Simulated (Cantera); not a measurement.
Input: 1 mol MgO, 0.9 mol O2, 0.26 mol SO3, held at 7.50 Torr.

Method: chemical equilibrium by Gibbs-energy minimisation in Cantera with the NASA 1993 tables (ideal gas, pure condensed phases). Candidate condensed phases: Mg, MgO, MgS, MgSO4, S; 14 gas species. Mutual solubility and eutectic melting of coexisting phases are not modelled. The numbers say what is thermodynamically allowed, not how fast it happens.

### Question
At 1098 K, list the 3 most abundant gas species with their mole fractions, and the condensed phases.

### Answer
O2 0.818, SO2 0.173, SO3 0.00990. Condensed: MgO(s) + MgSO4(s).
